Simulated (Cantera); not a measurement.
Cantera run:

```python
import numpy as np
import cantera as ct

gas_names = """
    Fe FeO O O2 O3 S SO SO2 SO3 S2 S2O S8
""".split()
cond_names = """
    Fe(a) Fe(c) Fe(d) Fe(L) FeO(s) FeO(L) FeS(a) FeS(b) FeS(c) FeS(L) FeSO4(s) FeS2(s) Fe2O3(s)
    Fe2S3O12(s) Fe3O4(s) S(cr1) S(cr2) S(L)
""".split()


def load(file, names, dense=False):
    # The tables refer to 1 bar. Condensed volumes are neglected.
    table = {s.name: s for s in ct.Species.list_from_file(file)}
    out = []
    for n in names:
        d = dict(table[n].input_data)
        d["thermo"] = dict(d["thermo"], **{"reference-pressure": 1e5})
        if dense:
            d["equation-of-state"] = {"model": "constant-volume", "density": "1e6 g/cm^3"}
        out.append(ct.Species.from_dict(d))
    return out


gas = ct.Solution(thermo="ideal-gas", species=load("nasa_gas.yaml", gas_names))
cond = {s.name: ct.Solution(thermo="fixed-stoichiometry", species=[s], name=s.name)
        for s in load("nasa_condensed.yaml", cond_names, dense=True)}
atoms = {
    'FeS': {'Fe': 1, 'S': 1},
    'SO2': {'S': 1, 'O': 2},
    'O2': {'O': 2},
}
top_T = {'FeSO4(s)': 950, 'FeS2(s)': 1010, 'Fe2O3(s)': 1830, 'Fe2S3O12(s)': 1100, 'Fe3O4(s)': 1870}  # K; cautious upper limits of use, not melting points


def equilibrate(T, P, feed):
    n = {}
    for name, mol in feed.items():
        for a, k in atoms[name].items():
            n[a] = n.get(a, 0.0) + k * mol
    gas.TPX = T, P, n
    mass = sum(n.values()) * gas.mean_molecular_weight
    gas.equilibrate("TP")
    valid = [c for c in cond.values() if c.min_temp <= T <= top_T.get(c.name, c.max_temp)]
    mix = ct.Mixture([(gas, mass / gas.mean_molecular_weight)] + [(c, 0.0) for c in valid])
    mix.T, mix.P = T, P
    mix.equilibrate("TP", solver="vcs", rtol=1e-11, max_steps=5000)
    return mix


results = []
feed = {'FeS': 1, 'SO2': 0.33, 'O2': 0.049}  # mol
T = 1023.15  # K
P = 110000  # Pa
mix = equilibrate(T, P, feed)
results.append((T, P, feed, dict(zip(mix.species_names, mix.species_moles))))
x = sorted(zip(gas.X, gas.species_names), reverse=True)
print(f"T = {T:g} K  P = {P:g} Pa  gas = {mix.phase_moles(0):.4g} mol")
print("   x: " + "  ".join(f"{s} {v:.3e}" for v, s in x if v > 1e-06))
print("   condensed (mol): " + ("  ".join(f"{mix.phase(i).name} {mix.phase_moles(i):.4g}"
      for i in range(1, mix.n_phases) if mix.phase_moles(i) > 1e-12) or "none"))
```

Output:

```
T = 1023.15 K  P = 110000 Pa  gas = 0.3612 mol
   x: SO2 9.700e-01  S2 2.614e-02  S2O 3.781e-03  SO 3.550e-05
   condensed (mol): FeS(c) 0.958  Fe3O4(s) 0.01399
```

Method: chemical equilibrium by Gibbs-energy minimisation in Cantera with the NASA 1993 tables (ideal gas, pure condensed phases). Mutual solubility and eutectic melting of coexisting phases are not modelled. FeS: taken at fixed stoichiometry. Gases not in the tables: S3 to S7.
